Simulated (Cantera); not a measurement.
An isothermal, constant-pressure homogeneous reactor starts with 4.76 % C2H6, 95.2 % N2, at 1950 K and 0.00190 bar.

Cantera simulation using GRI-Mech 3.0 (53 species, 325 reactions); the numbers are that mechanism's predictions, not measurements. GRI-Mech 3.0 stops at C3 and has no aromatics, soot or wall deposition, so with more carbon than oxygen in the feed, carbon stays in small species such as C2H2 where larger ones or solid carbon would form. Radical loss at walls, strong at low pressure, is not modelled.

One state of this run: x C2H6 = 1.47e-9; x CH3 = 9.54e-5; x C2H4 = 1.11e-6; x CH2 = 1.85e-6; x HCN = 0.000163. x: mole fraction; the columns are a selection and need not sum to one.

**Question.** Which value of t (s) does it belong to?
(A) 0.0783
(B) 0.000214
(C) 1.50
(D) 0.0110

**Answer.** C, 1.50
